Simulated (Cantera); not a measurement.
Mixture: CH4 : O2 : N2 : CO2 = 1 : 2.99 : 11.2 : 3 (molar parts), equivalence ratio 0.67, at 900 Torr, adiabatic and at constant pressure. Ignition delay is the time to a rise of 400 K.

Model: GRI-Mech 3.0 (53 species, 325 reactions), integrated in Cantera.

Task: What does this change do: CO2 3 to 2.3 parts?

Result: 
| quantity | before | after |
|---|---|---|
| delay at 1100 K | 0.181 s | 0.172 s |
| delay at 1300 K | 11.0 ms | 10.3 ms |
| delay at 1500 K | 1.14 ms | 1.08 ms |
| delay at 1700 K | 0.213 ms | 0.204 ms |
| delay at 1900 K | 63.8 µs | 61.0 µs |
| apparent activation energy between 1700 and 1900 K | 160 kJ/mol | 160 kJ/mol |
